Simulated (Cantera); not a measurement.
Low-pressure radical oxidation in H2/O2

A perfectly stirred reactor is fed with 15.0 % H2, 34.0 % O2, 51.0 % N2, equivalence ratio 0.22, at 20.0 Torr; it is held at 925 K, and followed from long to short residence time.

Detailed kinetics in Cantera: GRI-Mech 3.0 (53 species, 325 reactions). Radical loss at walls, strong at low pressure, is not modelled. Below about 950 K walls govern HO2 and H2O2 in real vessels. The temperature is held fixed by assumption; the heat of reaction is taken as removed at once.

```tsv
τ (s)	x H2	x O2	x H2O2	x O	x NO	x NO2
12	0.000440	0.287	2.63e-7	7.56e-5	5.11e-9	3.47e-11
2.6	0.00111	0.287	3.44e-7	0.000200	1.10e-8	2.91e-11
0.56	0.00265	0.287	4.10e-7	0.000503	2.62e-8	2.32e-11
0.12	0.00613	0.288	4.60e-7	0.00120	6.06e-8	1.60e-11
0.027	0.0136	0.290	4.67e-7	0.00267	1.23e-7	9.94e-12
0.0060	0.0302	0.294	4.02e-7	0.00537	1.81e-7	5.15e-12
0.0013	0.0692	0.307	2.80e-7	0.00698	8.45e-8	1.31e-12
```
x: mole fraction; the columns are a selection and need not sum to one.
